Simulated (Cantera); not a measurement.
SiCl4 + HCl + H2 (silicon epitaxy and polysilicon growth)

Feed: 1 mol SiCl4, 0.12 mol HCl, a varied amount of H2, equilibrated at 800 K and 100 Pa.

Method: chemical equilibrium by Gibbs-energy minimisation in Cantera with the NASA 1993 tables (ideal gas, pure condensed phases). Candidate condensed phases: Si; 19 gas species. The tables' values for SiCl3 are old estimates; treat these amounts as uncertain. Equilibrium is a limit: real reactors are often held back by kinetics, nucleation or transport.

```tsv
n(H2) (mol)	x H2	x SiCl4	x HCl	x SiHCl3	x SiCl3	x SiH2Cl2	x SiCl2	x SiH3Cl	n Si(s)
28	0.958	0.0308	0.00774	0.00344	7.70e-5	3.11e-5	2.14e-5	6.47e-8	0
37	0.967	0.0230	0.00645	0.00312	6.94e-5	3.41e-5	2.33e-5	8.62e-8	0
46	0.973	0.0182	0.00560	0.00287	6.36e-5	3.64e-5	2.47e-5	1.06e-7	0
56	0.978	0.0147	0.00495	0.00263	5.84e-5	3.80e-5	2.57e-5	1.27e-7	0.000354
65	0.980	0.0126	0.00476	0.00234	5.18e-5	3.52e-5	2.37e-5	1.22e-7	0.00718
74	0.982	0.0109	0.00460	0.00211	4.66e-5	3.29e-5	2.21e-5	1.18e-7	0.0139
83	0.984	0.00963	0.00446	0.00192	4.24e-5	3.09e-5	2.07e-5	1.15e-7	0.0204
93	0.985	0.00849	0.00433	0.00175	3.86e-5	2.91e-5	1.95e-5	1.12e-7	0.0275
100	0.986	0.00784	0.00424	0.00165	3.63e-5	2.80e-5	1.87e-5	1.09e-7	0.0323
110	0.987	0.00704	0.00413	0.00152	3.35e-5	2.65e-5	1.77e-5	1.07e-7	0.0392
120	0.988	0.00639	0.00403	0.00141	3.12e-5	2.53e-5	1.69e-5	1.04e-7	0.0459
```
x: gas mole fraction; n: condensed amount in mol.

From 28 mol H2 to 46 mol H2 nothing is condensed. From 56 mol H2 to 120 mol H2 the condensed part is Si(s). The main Si-bearing gas is SiCl4 throughout.
